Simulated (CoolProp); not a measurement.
A single-stage vapour-compression cycle with R236EA: evaporating at 289.15 K (dew point), condensing at 316.15 K (bubble point), superheat 10 K, subcooling 8 K, compressor efficiency 0.8, no pressure losses. Each further row changes one setting.

Computed with CoolProp (reference Helmholtz-energy equation of state, Rui 2013).

```csv
case,cooling COP,pressure ratio,discharge temperature (K),refrigerating effect (kJ/kg),volumetric capacity (kJ/m³)
as stated,8.14,2.49,323.6,145,1390
evaporating temperature 294.15 K,10.4,2.07,323.9,149,1700
condensing temperature 311.15 K,10.2,2.13,319.3,151,1450
subcooling 13 K,8.49,2.49,323.6,151,1450
superheat 20 K,8.28,2.49,333.7,154,1420
compressor efficiency 0.7,7.12,2.49,326.3,145,1390
```
